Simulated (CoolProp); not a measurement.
R1234yf along the isotherm 136.85 °C: fugacity coefficient from the reference equation and from simpler models built on Tc = 94.7 °C, pc = 33.84 bar, ω = 0.276; each cubic takes its own stable root.

Values from CoolProp's reference Helmholtz-energy equation of state, Lemmon 2022.

```csv
p (bar),phase,reference
0.535,gas,0.9962
0.807,gas,0.9943
1.22,gas,0.9914
1.84,gas,0.9870
2.77,gas,0.9804
4.18,gas,0.9706
6.31,gas,0.9557
9.52,gas,0.9336
14.4,gas,0.9004
21.7,gas,0.8517
32.7,gas,0.7807
49.3,supercritical,0.6783
74.4,supercritical,0.5462
112,supercritical,0.4362
169,supercritical,0.3659
```

Problem. How far does each simpler model (Redlich-Kwong, Soave-Redlich-Kwong, Peng-Robinson) lie from the reference over these 15 states: mean and median of the absolute difference, and the worst?

Solution. 
- Redlich-Kwong: mean 0.6 %, median 0.1 %, worst +2.0 % at 136.85 °C and 169 bar
- Soave-Redlich-Kwong: mean 1.8 %, median 0.2 %, worst +11.2 % at 136.85 °C and 169 bar
- Peng-Robinson: mean 0.8 %, median 0.5 %, worst -2.5 % at 136.85 °C and 49.3 bar
